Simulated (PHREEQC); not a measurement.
A solution holds 0.0028 mol/kgw Na2SO4 and 0.0022 mol/kgw Zn(NO3)2, at 33 °C. Closed to the air; pH follows from the charge balance.

All values are PHREEQC results (ion-association model, phreeqc.dat), not measurements.

No solid was allowed to form.

Task: What pH, specific conductance, ionic strength does the model give?

Result: pH 5.85; specific conductance 1220 µS/cm; ionic strength 0.0132 mol/kgw.

Task: In which forms is Zn present?

Result: Zn+2 81 %, ZnSO4 19 % of the Zn.

Species that the database lacks are ignored.
